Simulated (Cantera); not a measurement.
A perfectly stirred reactor is fed with CH2O : O2 : N2 = 0.01 : 0.028 : 1 (molar parts), equivalence ratio 0.36, at 62000 Pa; it is held at 1375 K, and followed from long to short residence time.

Computed with Cantera and GRI-Mech 3.0 (53 species, 325 reactions).

Problem. Predict: x(CH2O) at τ = 6.20 s; x(O2) at τ = 6.20 s; x(H) at τ = 6.20 s; x(N2O) at τ = 6.20 s; x(CH2O) at τ = 57.0 ms; x(O2) at τ = 57.0 ms; x(H) at τ = 57.0 ms; x(N2O) at τ = 57.0 ms.

Solution. x(CH2O) at τ = 6.20 s: 3.32e-7
x(O2) at τ = 6.20 s: 0.0173
x(H) at τ = 6.20 s: 5.03e-7
x(N2O) at τ = 6.20 s: 4.62e-7
x(CH2O) at τ = 57.0 ms: 5.34e-6
x(O2) at τ = 57.0 ms: 0.0176
x(H) at τ = 57.0 ms: 4.22e-5
x(N2O) at τ = 57.0 ms: 4.02e-7
